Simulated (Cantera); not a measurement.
Feed: 1 mol TiO₂, 3 mol H₂, 0.66 mol H₂O, held at 26.0 Pa.

Equilibrium computed with Cantera from the NASA thermochemical tables; the gas is ideal and each condensed phase is pure. Candidate condensed phases: H₂O, Ti, TiO, TiO₂, Ti₂O₃, Ti₃O₅, Ti₄O₇; 12 gas species. Condensed phases not in the tables: Magnéli phases beyond Ti₄O₇. The numbers say what is thermodynamically allowed, not how fast it happens.

x: gas mole fraction; n: condensed amount in mol.

```tsv
T (K)	x H₂	x H₂O	x H	x OH	x TiO₂	n TiO₂(rutile)	n Ti₄O₇(l)
1623	0.816	0.180	0.00387	[?]	1.63e-7	1.000	0
1698	0.812	0.179	0.00808	[?]	1.21e-6	1.000	0
1773	0.805	0.179	0.0158	[?]	7.61e-6	1.000	0
1848	0.793	0.177	0.0293	[?]	4.09e-5	1.000	0
1923	0.773	0.175	0.0514	[?]	0.000192	0.999	0
1998	0.680	0.235	0.0820	[?]	0.000784	0	0.249
2073	0.637	0.224	0.130	[?]	0.00240	0	0.248
2148	0.577	0.207	0.196	[?]	0.00678	0	0.243
```

Task: Complete the blanks.

Result: 
- 1623, x OH: 3.57e-5
- 1698, x OH: 9.18e-5
- 1773, x OH: 0.000218
- 1848, x OH: 0.000481
- 1923, x OH: 0.000998
- 1998, x OH: 0.00282
- 2073, x OH: 0.00521
- 2148, x OH: 0.00908
